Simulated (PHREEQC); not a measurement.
Dissolve 0.0011 mol HF, 0.0012 mol NaF and 0.017 mol H2SiF6 per kg of water at 25 °C. Closed to the air; pH follows from the charge balance.

Model: ion-association model, phreeqc.dat, run in PHREEQC.

```tsv
quantity	before	after
pH	1.57	1.58
ionic strength (mol/kgw)	0.0491	0.0496
H4SiO4 (mol/kgw)	0.000682	0.000522
HF2- (mol/kgw)	4.51e-6	5.00e-6
SI of Chalcedony (SiO2)	+0.39	+0.27
```

### Question
What was changed between the two runs?
A. NaF from 0.0012 to 0.0024 mol/kgw
B. NaF left out
C. HF from 0.0011 to 0.00055 mol/kgw

### Answer
A, NaF from 0.0012 to 0.0024 mol/kgw

Precipitation was switched off in this run. Some of these states are supersaturated (in Quartz (slow to form), Chalcedony (slow to form), for instance). SiF6-2 is the database's only silicon fluoride.
